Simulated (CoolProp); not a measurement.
Saturation properties of the fluoroketone C6F12O (FK-5-1-12).

Model: reference Helmholtz-energy equation of state, McLinden 2015, in CoolProp.

| T (°C) | p (kPa) | vapour density (kg/m³) | enthalpy of vaporisation (kJ/kg) | liquid cp (kJ/(kg K)) |
|---|---|---|---|---|
| 60.85 | 150.0 | 18.65 | 84.33 | 1.134 |
| 63.55 | 163.3 | 20.26 | 83.47 | 1.138 |
| 66.25 | 177.5 | 21.98 | 82.60 | 1.141 |
| 68.95 | 192.6 | 23.81 | 81.72 | 1.145 |
| 71.65 | 208.7 | 25.77 | 80.82 | 1.148 |
| 74.25 | 225.2 | 27.78 | 79.95 | 1.152 |
| 76.95 | 243.3 | 30.00 | 79.02 | 1.156 |
| 79.65 | 262.5 | 32.37 | 78.08 | 1.160 |
| 82.35 | 282.9 | 34.89 | 77.13 | 1.165 |
| 85.05 | 304.5 | 37.57 | 76.15 | 1.169 |
| 87.75 | 327.2 | 40.42 | 75.16 | 1.174 |
| 90.45 | 351.3 | 43.46 | 74.15 | 1.179 |
| 93.05 | 375.7 | 46.56 | 73.15 | 1.184 |
| 95.75 | 402.4 | 49.99 | 72.09 | 1.189 |
| 98.45 | 430.5 | 53.64 | 71.01 | 1.195 |

It boils at 49.1 °C under 1 atm.
